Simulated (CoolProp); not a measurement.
A single-stage vapour-compression cycle with dimethyl ether: evaporating at 252.15 K (dew point), condensing at 295.15 K (bubble point), superheat 8 K, subcooling 5 K, compressor efficiency 0.8, no pressure losses. Each further row changes one setting.

The numbers come from the reference Helmholtz-energy equation of state, Wu 2011 in CoolProp.

| case | cooling COP | pressure ratio | discharge temperature (K) | refrigerating effect (kJ/kg) | volumetric capacity (kJ/m³) |
|---|---|---|---|---|---|
| as stated | 4.12 | 4.54 | 331.3 | 384 | 1010 |
| evaporating temperature 257.15 K | [?] | 3.70 | 327.0 | 389 | [?] |
| condensing temperature 290.15 K | 4.75 | 3.91 | 323.9 | 396 | 1040 |
| subcooling 10 K | 4.24 | 4.54 | 331.3 | 396 | 1040 |
| superheat 18 K | 4.09 | 4.54 | 342.2 | [?] | 1000 |
| compressor efficiency 0.7 | 3.60 | 4.54 | 339.3 | 384 | 1010 |

Task: What belongs in the gaps?

Result: 
- evaporating temperature 257.15 K, cooling COP: 4.83
- evaporating temperature 257.15 K, volumetric capacity (kJ/m³): 1240
- superheat 18 K, refrigerating effect (kJ/kg): 398
